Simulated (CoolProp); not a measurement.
The numbers come from the reference Helmholtz-energy equation of state, Zhou 2011 in CoolProp.

### Question
For dimethyl carbonate, give the phase and the density (kg/m³), isothermal compressibility (1/MPa), expansivity (1/kK) at 390.1 K and 64.2 bar.

### Answer
- 390.1 K and 64.2 bar: liquid; density 946, isothermal compressibility 0.00182, expansivity 1.50
